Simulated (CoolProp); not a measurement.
Values from CoolProp's reference Helmholtz-energy equation of state, Gao 2020.

Problem. Give the vapour pressure (kPa), liquid viscosity (µPa s), vapour viscosity (µPa s) of saturated ammonia at 308.5, 346.3, 357.1 K.

Solution. 
```
T (K)  p (kPa)  liquid viscosity (µPa s)  vapour viscosity (µPa s)
-----  -------  ------------------------  ------------------------
308.5     1360                       119                      10.2
346.3     3560                      83.4                      11.6
357.1     4510                      75.0                      12.2
```

Viscosity comes from a separate model (Fenghour 1995).
